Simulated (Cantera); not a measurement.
Feed: 1 mol FeS2, 0.91 mol SO3, 7.8 mol H2O, held at 975 K and 0.220 bar.

Method: chemical equilibrium by Gibbs-energy minimisation in Cantera with the NASA 1993 tables (ideal gas, pure condensed phases). Candidate condensed phases: Fe, FeO, Fe(OH)2, Fe(OH)3, FeS, FeSO4, FeS2, Fe2O3, Fe2(SO4)3, Fe3O4, H2O, H2SO4, S; 22 gas species. FeS: taken at fixed stoichiometry. Gases not in the tables: S3 to S7. Rates play no part.

Base state: H2O 0.806, SO2 0.157, H2S 0.0217, S2 0.0117, H2 0.00239, S2O 0.000570 (mole fractions); condensed: FeS(s).

What changes in the equilibrium state with this change: 0.012 mol CH4 added?


```tsv
species	before	after
H2O	0.806	0.806
SO2	0.157	0.155
H2S	0.0217	0.0226
CO2	0	0.00127
S2	0.0117	0.0122
S2O	0.000570	0.000584
H2	0.00239	0.00243
FeS(s), mol	1.00	1.00
```
Further candidate phases: C, C6H6, C7H8, C8H18, Fe(CO)5.

What changes in the equilibrium state with this change: pressure from 0.220 bar to 1.00 bar?


| species | before | after |
|---|---|---|
| H2O | 0.806 | 0.804 |
| SO2 | 0.157 | 0.159 |
| H2S | 0.0217 | 0.0257 |
| S2 | 0.0117 | 0.00892 |
| H2 | 0.00239 | 0.00152 |
| S2O | 0.000570 | 0.000682 |
| FeS(s), mol | 1.00 | 1.00 |
